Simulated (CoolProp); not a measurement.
Saturation properties of n-nonane (Tc = 594.5 K, pc = 22.82 bar, ω = 0.443).

The numbers come from the reference Helmholtz-energy equation of state, Lemmon 2006 in CoolProp. It is a short technical equation, of lower accuracy than the large ones.

```
T (K)  p (bar)  enthalpy of vaporisation (kJ/kg)  surface tension (mN/m)  liquid viscosity (µPa s)  vapour viscosity (µPa s)
-----  -------  --------------------------------  ----------------------  ------------------------  ------------------------
317.7  0.01814                             351.5                    20.5                       ___                      5.78
335.4  0.04427                             341.5                    18.9                       432                      6.09
353    0.09644                             331.5                    17.3                       367                      6.39
370.7   0.1926                             321.3                    15.7                       315                      6.69
388.4   0.3560                             310.9                    14.2                       273                      6.98
406.1   0.6166                             300.0                    12.6                       238                      7.27
423.8    1.010                             288.7                     ___                       209                      7.57
441.5    1.579                             276.6                    9.72                       184                      7.86
459.2    2.369                             263.6                    8.32                       161                      8.16
476.9    3.434                             249.6                    6.97                       141                      8.48
494.6    4.830                             234.1                     ___                       124                       ___
512.3    6.621                             216.7                     ___                       107                      9.22
530      8.879                             196.7                    3.27                      92.0                      9.70
547.7    11.69                             172.8                    2.18                      77.4                      10.3
565.4    15.16                             142.2                    1.20                      62.8                      11.4
```

**Question.** Fill in the missing entries.

**Answer.** 
- 317.7, liquid viscosity (µPa s): 519
- 423.8, surface tension (mN/m): 11.2
- 494.6, surface tension (mN/m): 5.68
- 494.6, vapour viscosity (µPa s): 8.82
- 512.3, surface tension (mN/m): 4.44

It boils at 423.9 K under 1 atm.

Viscosity comes from a separate model (Huber 2004). Surface tension comes from a separate correlation (Mulero 2012).
